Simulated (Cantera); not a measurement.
Equilibrium for chemical vapour transport: AlN + H2O + O2

Charge: 1 mol AlN, 1 mol H2O, a varied amount of O2, at 1475 °C and 0.133 bar.

These are equilibrium values from Cantera (NASA tables, ideal gas, pure condensed phases), not measurements of a reactor. Candidate condensed phases: Al, AlN, Al2O3, H2O; 35 gas species. Gases not in the tables: Al(OH)3. Kinetics and transport are ignored.

From 0.3 mol O2 to 1.7 mol O2 the condensed part is Al2O3(s).

```tsv
n(O2) (mol)	x H2O	x H2	x O2	x N2	x NO	x OH	x H	x O	n Al2O3(s)
0.3	0.0666	0.600	9.91e-11	0.333	4.90e-8	3.14e-6	0.000485	2.00e-9	0.500
0.38	0.173	0.493	9.91e-10	0.333	1.55e-7	9.01e-6	0.000439	6.32e-9	0.500
0.49	0.320	0.346	6.84e-9	0.333	4.07e-7	1.98e-5	0.000368	1.66e-8	0.500
0.63	0.507	0.160	8.06e-8	0.333	1.40e-6	4.62e-5	0.000250	5.70e-8	0.500
0.8	0.644	0.000324	0.0316	0.322	0.000860	0.00131	1.13e-5	3.57e-5	0.500
1	0.570	0.000136	0.142	0.285	0.00171	0.00179	7.29e-6	7.55e-5	0.500
1.3	0.486	8.44e-5	0.267	0.243	0.00217	0.00193	5.75e-6	0.000104	0.500
1.7	0.407	5.87e-5	0.386	0.203	0.00238	0.00194	4.79e-6	0.000125	0.500
```
x: gas mole fraction; n: condensed amount in mol.
